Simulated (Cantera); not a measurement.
Charge: 1 mol SiH2Cl2, 62 mol N2, equilibrated at 1575 K.

Equilibrium computed with Cantera from the NASA thermochemical tables; the gas is ideal and each condensed phase is pure. Candidate condensed phases: NH4Cl, Si, Si3N4; 28 gas species. Kinetics and transport are ignored.

**Question.** What share of the Si ends up in condensed phases as a function of P (Pa), at 5, 26, 140, 710, 3700, 19000, 100000?

**Answer.** 
| P (Pa) | Si condensed (%) | as |
|---|---|---|
| 5 | 13.6 | Si(s) |
| 26 | 21.7 | Si3N4(s) |
| 140 | 34.4 | Si3N4(s) |
| 710 | 47.5 | Si3N4(s) |
| 3700 | 61.1 | Si3N4(s) |
| 19000 | 72.8 | Si3N4(s) |
| 100000 | 80.5 | Si3N4(s) |
